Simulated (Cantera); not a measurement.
## SiCl₄ + Cl₂ + N₂ (silicon epitaxy and polysilicon growth)

Charge: 1 mol SiCl₄, 0.0056 mol Cl₂, 5.6 mol N₂, held at 1548 K and 0.00130 bar.

These are equilibrium values from Cantera (NASA tables, ideal gas, pure condensed phases), not measurements of a reactor. Candidate condensed phases: Si, Si₃N₄; 13 gas species. The tables' values for SiCl₃ are old estimates; treat these amounts as uncertain. The numbers say what is thermodynamically allowed, not how fast it happens.

```yaml
x(N₂): 0.824
x(SiCl₄): 0.125
x(Cl): 0.0287
x(SiCl₃): 0.0160
x(SiCl₂): 0.00570
x(Cl₂): 0.000168
gas_amount: 6.796 mol
log10 activity of Si(s) (absent): -6.01
```
